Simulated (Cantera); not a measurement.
Input: 1 mol C₂H₅OH, 0.055 mol O₂, 27 mol N₂, held at 22.0 Pa.

Method: chemical equilibrium by Gibbs-energy minimisation in Cantera with the NASA 1993 tables (ideal gas, pure condensed phases). Candidate condensed phases: C, C₆H₆, C₇H₈, C₈H₁₈, H₂O; 136 gas species. Rates play no part.

Problem. At 452 °C, list the 5 most abundant gas species with their mole fractions, and the condensed phases.

Solution. N₂ 0.868, H₂ 0.0963, CO 0.0348, CO₂ 0.000385, H₂O 0.000142. Condensed: C(graphite).
